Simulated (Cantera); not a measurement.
Input (Python, Cantera) and output of one run.

```python
import numpy as np
import cantera as ct

gas_names = [...]  # 87 gases of nasa_gas.yaml made of C, H, Si
cond_names = """
    C(gr) C6H6(L) C7H8(L) C8H18(L),n-octa Si(cr) Si(L) SiC(b)
""".split()


# ... load() reads the species with a 1 bar reference pressure and builds the phases ...
atoms = {
    'SiC': {'Si': 1, 'C': 1},
    'H2': {'H': 2},
}
top_T = {'C(gr)': 4500, 'SiC(b)': 3050}  # K; cautious upper limits of use, not melting points


# ... equilibrate(T, P, feed) seeds the gas with the atoms and calls Mixture.equilibrate('TP', solver="vcs", rtol=1e-11, max_steps=5000) ...
results = []
feed = {'SiC': 1, 'H2': 0.011}  # mol
P = 11  # Pa
for T in [1400, 1500, 1600, 1700, 1800, 1900, 2000, 2100]:
    mix = equilibrate(T, P, feed)
    results.append((T, P, feed, dict(zip(mix.species_names, mix.species_moles))))

top = {s: max(r[3][s] / sum(r[3][g] for g in gas_names) for r in results) for s in gas_names}
cols = sorted((s for s in top if top[s] > 0.001), key=lambda s: -top[s])[:9]
seen = [c for c in cond_names if any(r[3].get(c, 0) > 1e-12 for r in results)]
print("log10 of partial pressures in bar; condensed amounts in mol")
print(f"{'T/K':>10s}" + "".join(f"{s[:9]:>10s}" for s in cols + seen))
for T, P, feed, n in results:
    ng = sum(n[g] for g in gas_names)
    print(f"{T:10.4g}" + "".join(f"{np.log10(max(n[s] / ng * P / 1e5, 1e-99)):10.3f}" for s in cols)
          + "".join(f"{n.get(c, 0):10.4g}" for c in seen))
```

It prints:

```
log10 of partial pressures in bar; condensed amounts in mol
       T/K        H2         H        Si      SiC2      Si2C     C(gr)    SiC(b)
      1400    -3.959    -7.292   -10.638   -15.326   -13.823         0         1
      1500    -3.959    -6.734    -9.645   -13.343   -12.462         0         1
      1600    -3.961    -6.245    -8.736   -11.652   -11.235         0         1
      1700    -3.965    -5.814    -7.933   -10.166   -10.153         0         1
      1800    -3.974    -5.433    -7.116    -8.953    -9.090 4.061e-06         1
      1900    -3.994    -5.097    -6.329    -7.926    -8.086 4.084e-05    0.9999
      2000    -4.037    -4.807    -5.622    -7.005    -7.184 0.0002463    0.9997
      2100    -4.143    -4.578    -4.983    -6.174    -6.371  0.001292    0.9985
```

Cantera equilibrium calculation (NASA polynomials, part measured and part estimated; ideal gas, pure solids and liquids).
